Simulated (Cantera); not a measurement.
Input (Python, Cantera):

```python
import numpy as np
import cantera as ct

gas = ct.Solution("gri30.yaml")
gas.TPX = 1698, 13332, {'C3H8': 1, 'H2': 2.9}
reactor = ct.IdealGasConstPressureReactor(gas, energy="off", clone=False)
net = ct.ReactorNet([reactor])
net.rtol, net.atol = 1e-08, 1e-18
show = ['C3H8', 'H2', 'C2H6', 'C2H4', 'CH3']
times = np.geomspace(2e-05, 100, 14)

steps = ct.SolutionArray(gas, extra=["t"])
rows = []
print(f"{'t/s':>10s}{'T/K':>9s}{'P/Pa':>11s}" + "".join(f"{s:>11s}" for s in show))
for t in times:
    while net.time < t:
        t_next = net.step()
        steps.append(gas.state, t=t_next)
    rows.append([np.interp(t, steps.t, y) for y in (steps.T, steps.P, *steps(*show).X.T)])
    print(f"{t:10.3e}{rows[-1][0]:9.1f}{rows[-1][1]:11.4g}" + "".join(f"{x:11.3e}" for x in rows[-1][2:]))
rate = np.gradient(steps.T, steps.t)
print("integrator steps:", len(steps.t))
if steps.T.max() > steps.T[0] + 200:
    print(f"time of steepest temperature rise: {steps.t[rate.argmax()]:.4e} s")
gas.TPX = 1698, 13332, {'C3H8': 1, 'H2': 2.9}
gas.equilibrate("TP")
print(f"equilibrium (TP): T = {gas.T:.1f} K  " + "  ".join(f"{s} {gas[s].X[0]:.3e}" for s in show))
```

It prints:

```
       t/s      T/K       P/Pa       C3H8         H2       C2H6       C2H4        CH3
 2.000e-05   1698.0  1.333e+04  1.051e-01  6.613e-01  9.136e-03  9.916e-02  3.867e-02
 6.551e-05   1698.0  1.333e+04  3.447e-03  6.141e-01  6.984e-03  1.477e-01  1.558e-02
 2.146e-04   1698.0  1.333e+04  1.240e-05  6.324e-01  1.079e-03  1.037e-01  3.749e-03
 7.030e-04   1698.0  1.333e+04  1.726e-07  6.472e-01  1.704e-04  6.591e-02  1.407e-03
 2.303e-03   1698.0  1.333e+04  4.337e-08  6.611e-01  6.821e-05  2.914e-02  9.361e-04
 7.543e-03   1698.0  1.333e+04  3.914e-08  6.749e-01  7.286e-05  3.720e-03  1.020e-03
 2.471e-02   1698.0  1.333e+04  2.562e-08  6.926e-01  5.485e-05  1.772e-03  8.971e-04
 8.094e-02   1698.0  1.333e+04  8.000e-09  7.248e-01  2.456e-05  1.335e-03  6.120e-04
 2.651e-01   1698.0  1.333e+04  9.152e-10  7.575e-01  5.247e-06  1.110e-03  2.891e-04
 8.685e-01   1698.0  1.333e+04  9.099e-11  7.736e-01  7.650e-07  1.088e-03  1.052e-04
 2.845e+00   1698.0  1.333e+04  3.308e-11  7.778e-01  2.797e-07  1.094e-03  5.351e-05
 9.319e+00   1698.0  1.333e+04  3.049e-11  7.781e-01  2.594e-07  1.095e-03  5.014e-05
 3.053e+01   1698.0  1.333e+04  3.049e-11  7.781e-01  2.594e-07  1.095e-03  5.014e-05
 1.000e+02   1698.0  1.333e+04  3.049e-11  7.781e-01  2.594e-07  1.095e-03  5.014e-05
integrator steps: 1486
equilibrium (TP): T = 1698.0 K  C3H8 3.049e-11  H2 7.781e-01  C2H6 2.594e-07  C2H4 1.095e-03  CH3 5.014e-05
```

Model: GRI-Mech 3.0 (53 species, 325 reactions), integrated in Cantera. GRI-Mech 3.0 was tuned for natural gas; its chemistry of propane as a main component is partial and can be far from experiment. GRI-Mech 3.0 stops at C3 and has no aromatics, soot or wall deposition, so with more carbon than oxygen in the feed, carbon stays in small species such as C2H2 where larger ones or solid carbon would form.
